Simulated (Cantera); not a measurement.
Input: 1 mol Si, 24 mol HBr, 93 mol N2, held at 0.133 bar.

Cantera equilibrium calculation (NASA polynomials, part measured and part estimated; ideal gas, pure solids and liquids). Candidate condensed phases: Br2, Si, Si3N4; 28 gas species. The tables' values for SiBr3 are old estimates; treat these amounts as uncertain. The numbers say what is thermodynamically allowed, not how fast it happens. All values below are at 1150 K.

Base state: N2 0.802, HBr 0.172, H2 0.0173, SiBr4 0.00857, Br 0.000151, SiBr3 2.83e-5, SiHBr3 1.04e-5 (mole fractions); condensed: gas only.

Task: What changes in the equilibrium state with this change: HBr from 24 to 4.9 mol?

Result: 
```csv
species,before,after
N2,0.802,0.952
HBr,0.172,0.0421
H2,0.0173,0.00416
SiBr4,0.00857,0.00204
SiHBr3,1.04e-5,2.44e-6
SiBr3,2.83e-5,1.35e-5
Br,0.000151,7.51e-5
"Si3N4(s), mol",0,0.266
```
N2 is the only nitrogen source here; it is nearly inert below about 1500 K, so the nitride shown seldom forms there in practice.

Task: What changes in the equilibrium state with this change: HBr from 24 to 7.7 mol?

Result: 
| species | before | after |
|---|---|---|
| N2 | 0.802 | 0.926 |
| HBr | 0.172 | 0.0628 |
| H2 | 0.0173 | 0.00712 |
| SiBr4 | 0.00857 | 0.00351 |
| SiHBr3 | 1.04e-5 | 4.82e-6 |
| Br | 0.000151 | 8.57e-5 |
| SiBr3 | 2.83e-5 | 2.04e-5 |
| Si3N4(s), mol | 0 | 0.215 |
N2 is the only nitrogen source here; it is nearly inert below about 1500 K, so the nitride shown seldom forms there in practice.
